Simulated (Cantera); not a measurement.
Predominance diagram of Li at 1250 K against the partial pressures of O₂ and Cl₂ (log10, bar). Source: NASA polynomial tables (part measured, part estimated), evaluated in Cantera. Candidates: Li(l), LiCl(l), Li₂O(s). Only these pure phases compete in this equilibrium. Not in the tables: the peroxide.

Which phase is stable at these pairs, and which metal-bearing vapour leads over it? (-5, -17.3); (-15, -8.7); (-15, -23.8); (-4, -8.7); (-18, -10.8); (-16, -17.3); (-9, -4.3)


| log p(O₂) | log p(Cl₂) | phase | chief vapour | log p (bar) |
|---|---|---|---|---|
| -5 | -17.3 | Li₂O(s) | LiCl | -5.1 |
| -15 | -8.7 | LiCl(l) | LiCl | -1.9 |
| -15 | -23.8 | Li₂O(s) | LiCl | -5.8 |
| -4 | -8.7 | LiCl(l) | LiCl | -1.9 |
| -18 | -10.8 | LiCl(l) | LiCl | -1.9 |
| -16 | -17.3 | Li₂O(s) | LiCl | -2.3 |
| -9 | -4.3 | LiCl(l) | LiCl | -1.9 |
